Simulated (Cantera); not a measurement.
Input: 1 mol TEOS, 18 mol N₂O, 2.8 mol N₂, 0.89 mol NO, 0.19 mol CO₂, at 21.0 mbar.

These are equilibrium values from Cantera (NASA tables, ideal gas, pure condensed phases), not measurements of a reactor. Candidate condensed phases: C, C₆H₆, C₇H₈, C₈H₁₈, H₂O, Si, SiC, SiO₂, Si₂N₂O, Si₃N₄; 151 gas species. The feed counts by its element totals alone. The tables hold silica as quartz up to 1696 K and as liquid above; real silica turns to tridymite and cristobalite and melts near 1996 K. The numbers say what is thermodynamically allowed, not how fast it happens.

### Question
Which condensed phases are stable at each of these points (T (K)): 1298, 1398, 1498, 1598, 1698, 1798, 1898, 1998?

### Answer
| T (K) | condensed phases | Si condensed (%) |
|---|---|---|
| 1298 | SiO₂(β-quartz) | 100.0 |
| 1398 | SiO₂(β-quartz) | 100.0 |
| 1498 | SiO₂(β-quartz) | 100.0 |
| 1598 | SiO₂(β-quartz) | 100.0 |
| 1698 | SiO₂(condensed) | 100.0 |
| 1798 | SiO₂(condensed) | 99.9 |
| 1898 | SiO₂(condensed) | 99.5 |
| 1998 | SiO₂(l) | 97.7 |

From 1298 K to 1598 K the condensed part is SiO₂(β-quartz). From 1698 K to 1898 K the condensed part is SiO₂(condensed). At 1998 K the condensed part is SiO₂(l).
